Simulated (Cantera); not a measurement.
Cantera run, input and output.

```python
import numpy as np
import cantera as ct

gas = ct.Solution("gri30.yaml")
gas.TPX = 523, 72000, {'CH4': 1, 'C2H6': 1, 'C3H8': 1.2, 'O2': 9.58, 'N2': 29}
flame = ct.FreeFlame(gas, width=0.05)
flame.set_refine_criteria(ratio=3, slope=0.08, curve=0.16)
flame.transport_model = "mixture-averaged"
flame.solve(loglevel=0, auto=True)
z, T = flame.grid, flame.T
thick = (T[-1] - T[0]) / np.gradient(T, z).max()
show = ['CH4', 'C2H6', 'C3H8', 'CO', 'CH3', 'CO2']
print(f"laminar burning velocity  {flame.velocity[0] * 100:.3f} cm/s")
print(f"burnt temperature         {T[-1]:.1f} K")
print(f"thermal thickness         {thick * 1e3:.4f} mm")
print(f"grid points               {len(z)}")
z0 = z[flame.heat_release_rate.argmax()]
print(f"{'z/mm':>9s}{'T/K':>9s}{'u/(m/s)':>9s}" + "".join(f"{s:>11s}" for s in show))
rows = []
for k in (-3, -2, -1.5, -1, -0.5, -0.25, 0, 0.25, 0.5, 1, 2, 4, 8):
    zz = z0 + k * thick
    rows.append([k * thick, np.interp(zz, z, T), np.interp(zz, z, flame.velocity),
                 *(np.interp(zz, z, flame.X[gas.species_index(s)]) for s in show)])
    print(f"{rows[-1][0] * 1e3:9.3f}{rows[-1][1]:9.1f}{rows[-1][2]:9.3f}" + "".join(f"{x:11.3e}" for x in rows[-1][3:]))
```

It prints:

```
laminar burning velocity  152.954 cm/s
burnt temperature         2478.2 K
thermal thickness         0.3265 mm
grid points               144
     z/mm      T/K  u/(m/s)        CH4       C2H6       C3H8         CO        CH3        CO2
   -0.980    523.1    1.532  2.390e-02  2.390e-02  2.869e-02  2.300e-06  6.130e-09  6.412e-08
   -0.653    524.2    1.540  2.380e-02  2.383e-02  2.861e-02  4.132e-05  9.725e-08  1.696e-06
   -0.490    529.7    1.563  2.364e-02  2.372e-02  2.849e-02  2.311e-04  5.738e-07  1.257e-05
   -0.327    579.3    1.728  2.297e-02  2.322e-02  2.802e-02  2.091e-03  1.072e-05  1.794e-04
   -0.163   1000.4    3.097  1.915e-02  1.805e-02  2.054e-02  2.246e-02  1.025e-03  3.410e-03
   -0.082   1460.8    4.692  1.374e-02  8.200e-03  6.866e-03  5.249e-02  4.964e-03  9.909e-03
    0.000   1883.4    6.210  5.412e-03  6.553e-04  2.186e-04  8.582e-02  4.421e-03  2.098e-02
    0.082   2092.0    6.940  8.881e-04  5.562e-06  3.414e-07  9.718e-02  9.720e-04  3.393e-02
    0.163   2152.5    7.128  8.100e-05  1.378e-08  7.605e-11  9.202e-02  1.077e-04  4.551e-02
    0.327   2185.0    7.196  5.018e-07  3.789e-13  1.291e-17  8.044e-02  7.572e-07  5.938e-02
    0.653   2218.9    7.273  1.365e-10  4.984e-19  3.378e-25  7.370e-02  2.254e-10  6.721e-02
    1.306   2263.8    7.394  1.522e-14  5.570e-24  6.673e-32  7.197e-02  4.483e-14  6.949e-02
    2.612   2323.1    7.556  3.285e-15  4.534e-29 -2.058e-40  7.093e-02  1.993e-14  7.113e-02
```

Cantera simulation using GRI-Mech 3.0 (53 species, 325 reactions); the numbers are that mechanism's predictions, not measurements. GRI-Mech 3.0 was tuned for natural gas; its chemistry of propane as a main component is partial and can be far from experiment. Burning velocities carry a grid error of a few per cent, more on coarse grids.
